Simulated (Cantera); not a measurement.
PbO + CO + N₂ + H₂ (iron carbonyl, mercury and lead vapours)

Input: 1 mol PbO, 0.068 mol CO, 0.16 mol N₂, 0.37 mol H₂, equilibrated at 0.510 bar.

These are equilibrium values from Cantera (NASA tables, ideal gas, pure condensed phases), not measurements of a reactor. Candidate condensed phases: C, C₆H₆, C₇H₈, C₈H₁₈, H₂O, Pb, PbO, PbO₂, Pb₃O₄; 139 gas species. Each liquid is taken as pure. Mutual solubility and eutectic melting of coexisting phases are not modelled. Gases not in the tables: (PbO)n polymers. Kinetics and transport are ignored.

From 1200 K to 1500 K the condensed part is Pb(l) + PbO(l). The share of Pb in condensed phases is highest at 1200 K (99.9 %) and lowest at 1500 K (95.8 %).

```json
[
 {"T (K)": "1200", "x H₂O": "0.618", "x N₂": "0.267", "x CO₂": "0.114", "x Pb": "0.00126", "x PbO": "0.000134", "x H₂": "0.000188", "n Pb(l)": "0.437", "n PbO(l)": "0.562"},
 {"T (K)": "1250", "x H₂O": "0.617", "x N₂": "0.267", "x CO₂": "0.113", "x Pb": "0.00262", "x PbO": "0.000358", "x H₂": "0.000238", "n Pb(l)": "0.436", "n PbO(l)": "0.562"},
 {"T (K)": "1300", "x H₂O": "0.615", "x N₂": "0.266", "x CO₂": "0.113", "x Pb": "0.00515", "x PbO": "0.000885", "x H₂": "0.000298", "n Pb(l)": "0.435", "n PbO(l)": "0.562"},
 {"T (K)": "1350", "x H₂O": "0.611", "x N₂": "0.264", "x CO₂": "0.112", "x Pb": "0.00959", "x PbO": "0.00203", "x H₂": "0.000367", "n Pb(l)": "0.432", "n PbO(l)": "0.561"},
 {"T (K)": "1400", "x H₂O": "0.605", "x N₂": "0.262", "x CO₂": "0.111", "x Pb": "0.0171", "x PbO": "0.00439", "x H₂": "0.000444", "n Pb(l)": "0.427", "n PbO(l)": "0.560"},
 {"T (K)": "1450", "x H₂O": "0.595", "x N₂": "0.257", "x CO₂": "0.109", "x Pb": "0.0292", "x PbO": "0.00894", "x H₂": "0.000528", "n Pb(l)": "0.419", "n PbO(l)": "0.557"},
 {"T (K)": "1500", "x H₂O": "0.578", "x N₂": "0.250", "x CO₂": "0.106", "x Pb": "0.0481", "x PbO": "0.0173", "x H₂": "0.000615", "n Pb(l)": "0.407", "n PbO(l)": "0.551"}
]
```
x: gas mole fraction; n: condensed amount in mol.
